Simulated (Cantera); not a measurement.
Input: 1 mol Si, a varied amount of HCl, 1.2 mol H₂, equilibrated at 725 °C and 97.5 Torr.

These are equilibrium values from Cantera (NASA tables, ideal gas, pure condensed phases), not measurements of a reactor. Candidate condensed phases: Si; 19 gas species. Equilibrium is a limit: real reactors are often held back by kinetics, nucleation or transport.

Q: What share of the Si ends up in condensed phases as a function of n(HCl) (mol), at 1.6, 1.9, 2.2, 2.6, 3, 3.5, 4.1, 4.8, 5.6, 6.5, 7.6, 8.9, 10?

A: 
```json
[
 {"n(HCl) (mol)": "1.6", "Si condensed (%)": "58.5", "as": "Si(s)"},
 {"n(HCl) (mol)": "1.9", "Si condensed (%)": "50.7", "as": "Si(s)"},
 {"n(HCl) (mol)": "2.2", "Si condensed (%)": "42.9", "as": "Si(s)"},
 {"n(HCl) (mol)": "2.6", "Si condensed (%)": "32.5", "as": "Si(s)"},
 {"n(HCl) (mol)": "3", "Si condensed (%)": "22.1", "as": "Si(s)"},
 {"n(HCl) (mol)": "3.5", "Si condensed (%)": "9.2", "as": "Si(s)"},
 {"n(HCl) (mol)": "4.1", "Si condensed (%)": "0.0", "as": "-"},
 {"n(HCl) (mol)": "4.8", "Si condensed (%)": "0.0", "as": "-"},
 {"n(HCl) (mol)": "5.6", "Si condensed (%)": "0.0", "as": "-"},
 {"n(HCl) (mol)": "6.5", "Si condensed (%)": "0.0", "as": "-"},
 {"n(HCl) (mol)": "7.6", "Si condensed (%)": "0.0", "as": "-"},
 {"n(HCl) (mol)": "8.9", "Si condensed (%)": "0.0", "as": "-"},
 {"n(HCl) (mol)": "10", "Si condensed (%)": "0.0", "as": "-"}
]
```
